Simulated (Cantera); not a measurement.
Input (Python, Cantera):

```python
import numpy as np
import cantera as ct

gas = ct.Solution("gri30.yaml")
gas.TPX = 1198, 1333, {'N2O': 1, 'H2': 0.012, 'N2': 7.5, 'H2O': 0.24}
reactor = ct.IdealGasConstPressureReactor(gas, energy="off", clone=False)
net = ct.ReactorNet([reactor])
net.rtol, net.atol = 1e-08, 1e-18
show = ['N2O', 'H2', 'H', 'NO', 'HO2']
times = np.geomspace(0.0004, 6, 14)

steps = ct.SolutionArray(gas, extra=["t"])
rows = []
print(f"{'t/s':>10s}{'T/K':>9s}{'P/Pa':>11s}" + "".join(f"{s:>11s}" for s in show))
for t in times:
    while net.time < t:
        t_next = net.step()
        steps.append(gas.state, t=t_next)
    rows.append([np.interp(t, steps.t, y) for y in (steps.T, steps.P, *steps(*show).X.T)])
    print(f"{t:10.3e}{rows[-1][0]:9.1f}{rows[-1][1]:11.4g}" + "".join(f"{x:11.3e}" for x in rows[-1][2:]))
rate = np.gradient(steps.T, steps.t)
print("integrator steps:", len(steps.t))
if steps.T.max() > steps.T[0] + 200:
    print(f"time of steepest temperature rise: {steps.t[rate.argmax()]:.4e} s")
gas.TPX = 1198, 1333, {'N2O': 1, 'H2': 0.012, 'N2': 7.5, 'H2O': 0.24}
gas.equilibrate("TP")
print(f"equilibrium (TP): T = {gas.T:.1f} K  " + "  ".join(f"{s} {gas[s].X[0]:.3e}" for s in show))
```

Result:

```
       t/s      T/K       P/Pa        N2O         H2          H         NO        HO2
 4.000e-04   1198.0       1333  1.143e-01  1.371e-03  3.515e-09  2.094e-09  5.489e-12
 8.381e-04   1198.0       1333  1.143e-01  1.371e-03  1.289e-08  8.749e-09  4.984e-11
 1.756e-03   1198.0       1333  1.143e-01  1.371e-03  4.318e-08  3.479e-08  4.359e-10
 3.679e-03   1198.0       1333  1.143e-01  1.371e-03  1.318e-07  1.266e-07  3.470e-09
 7.709e-03   1198.0       1333  1.143e-01  1.368e-03  3.568e-07  4.078e-07  2.339e-08
 1.615e-02   1198.0       1333  1.142e-01  1.357e-03  8.212e-07  1.199e-06  1.226e-07
 3.384e-02   1198.0       1333  1.142e-01  1.311e-03  1.551e-06  3.609e-06  4.243e-07
 7.091e-02   1198.0       1333  1.140e-01  1.159e-03  2.123e-06  1.126e-05  7.388e-07
 1.486e-01   1198.0       1333  1.136e-01  8.218e-04  1.858e-06  2.836e-05  8.232e-07
 3.113e-01   1198.0       1333  1.129e-01  3.678e-04  8.825e-07  5.456e-05  8.807e-07
 6.523e-01   1198.0       1333  1.123e-01  7.031e-05  1.739e-07  8.943e-05  8.688e-07
 1.367e+00   1198.0       1333  1.114e-01  2.787e-06  2.293e-08  1.456e-04  8.166e-07
 2.864e+00   1198.0       1333  1.098e-01  2.894e-07  1.683e-08  2.629e-04  6.929e-07
 6.000e+00   1198.0       1333  1.066e-01  2.490e-07  1.631e-08  5.100e-04  5.079e-07
integrator steps: 943
equilibrium (TP): T = 1198.0 K  N2O 9.224e-10  H2 1.254e-08  H 1.856e-10  NO 1.054e-04  HO2 8.327e-10
```

Cantera simulation using GRI-Mech 3.0 (53 species, 325 reactions); the numbers are that mechanism's predictions, not measurements. GRI-Mech 3.0 was tuned for natural gas; its chemistry of N2O as a main component is partial and can be far from experiment. Radical loss at walls, strong at low pressure, is not modelled. The mechanism lacks the step 2 NO + O2 → 2 NO2, which can matter for NO2 below about 1400 K. The temperature is held fixed by assumption; the heat of reaction is taken as removed at once.
